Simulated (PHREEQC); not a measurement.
## Metal-bearing waste water (model solution)

Make-up at 52 °C: 0.075 mol MnSO4, 0.0011 mol CuCl2 and 1.1 mol NaCl per kg of water. Closed to the air; pH follows from the charge balance.

The numbers come from PHREEQC with the ion-association model, wateq4f.dat.

| Property | Result |
|---|---|
| pH | 5.76 |
| ionic strength | 1.24 mol/kgw |
| activity of water | 0.961 |

```
species  molality  activity   log γ
-------  --------  --------  ------
Na+          1.07     0.760  -0.148
Cl-          1.06     0.610  -0.242
Mn+2       0.0369   0.00669  -0.742
SO4-2      0.0357   0.00463  -0.888
NaSO4-     0.0326    0.0206  -0.199
MnCl+      0.0269    0.0166  -0.209
MnSO4     0.00663   0.00883   0.124
MnCl2     0.00333   0.00443   0.124
MnCl3-    0.00121  0.000744  -0.209
CuCl+    0.000593  0.000341  -0.241
Cu+2     0.000341   6.18e-5  -0.742
CuCl2    0.000110  0.000146   0.124
```

This is a speciation only: nothing precipitates in the calculation. Saturation is exceeded, for instance for Atacamite, Tenorite (slow to form); the values hold only as long as no solid forms. Caution: at this ionic strength the ion-association model is outside its range; a Pitzer model would be the better tool where its parameters exist. Species that the database lacks are ignored. Away from 25 °C the constants follow the database's enthalpies or fits; those with neither stay at their 25 °C values.
